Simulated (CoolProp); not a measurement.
Vapour-liquid equilibrium of C2F6 (R116) (1) + R143a (2) at 0.0605 MPa; x and y are mole fractions of (1).

Computed with CoolProp (multi-fluid Helmholtz-energy mixture model, Lemmon 2006 and Lemmon and Jacobsen 2000; pair parameters Bell 2016).

| x | bubble temperature (K) | y at the bubble point | dew temperature at overall composition x (K) | liquid density (mol/L) |
|---|---|---|---|---|
| 0.05 | 205.9 | 0.437 | 214.7 | 14.30 |
| 0.125 | 197.6 | 0.682 | 213.2 | 14.24 |
| 0.2 | ? | 0.774 | 211.7 | 14.08 |
| 0.275 | 190.8 | 0.818 | 210.0 | 13.87 |
| 0.35 | 189.4 | 0.841 | ? | ? |
| 0.425 | ? | ? | 206.2 | 13.40 |
| 0.5 | ? | 0.865 | 204.1 | 13.16 |
| 0.575 | 187.7 | 0.873 | 201.7 | 12.93 |
| 0.65 | 187.4 | 0.880 | 198.9 | 12.72 |
| 0.725 | 187.1 | 0.890 | 195.7 | 12.52 |
| 0.8 | 186.8 | 0.903 | ? | 12.33 |
| 0.875 | 186.4 | 0.925 | 187.6 | 12.16 |
| 0.95 | 186.1 | 0.962 | 186.2 | 12.01 |

### Question
Complete the blanks.

### Answer

- 0.2, bubble temperature (K): 193.2
- 0.35, dew temperature at overall composition x (K): 208.2
- 0.35, liquid density (mol/L): 13.63
- 0.425, bubble temperature (K): 188.6
- 0.425, y at the bubble point: 0.856
- 0.5, bubble temperature (K): 188.1
- 0.8, dew temperature at overall composition x (K): 191.8

No azeotrope shows between x = 0.05 and 0.95.

The pair parameters rest on a limited set of measurements; away from them the model extrapolates. With so large a gap from Raoult's law the liquid may split in two, which this calculation doesn't test in full.
